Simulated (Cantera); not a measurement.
## Reactions in the system C-Cl-H-Ti

Standard-state values (1 bar) from the NASA 1993 polynomials, evaluated with Cantera. Values are per mole of reaction as written; species without (g) are pure solids or liquids, kept so even where they would boil at 1 bar. TiC: taken at fixed stoichiometry.

4 TiCl3 + 2 C2H4(g) → 3 TiCl4(g) + C3H8(g) + TiC

```
T (K)  ΔH° (kJ)  ΔS° (J/K)  ΔG° (kJ)  log10 K
-----  --------  ---------  --------  -------
300       203.6      361.1      95.2   -16.58
375       198.1      344.7      68.8    -9.58
425       194.8      336.4      51.8    -6.36
475       191.6      329.5      35.1    -3.86
525       188.6      323.4      18.8    -1.87
575       185.6      318.0       2.8    -0.25
625       182.6      313.0     -13.0     1.09
675       179.6      308.4     -28.5     2.21
725       176.6      304.0     -43.8     3.16
```
